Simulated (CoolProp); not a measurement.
Vapour-liquid equilibrium of m-xylene (1) + o-xylene (2) at 1880 kPa; x and y are mole fractions of (1).

Computed with CoolProp (multi-fluid Helmholtz-energy mixture model, Zhou 2012 and Zhou 2012; pair parameters Bell 2016).

Task: Give the bubble temperature and the first vapour's composition at x = 0.05, 0.2, 0.65. Is there an azeotrope?

Result: x = 0.05: 301.6 °C, y = 0.053; x = 0.2: 300.4 °C, y = 0.210; x = 0.65: 296.8 °C, y = 0.664. No azeotrope shows between x = 0.05 and 0.95.

The pair parameters rest on a limited set of measurements; away from them the model extrapolates.
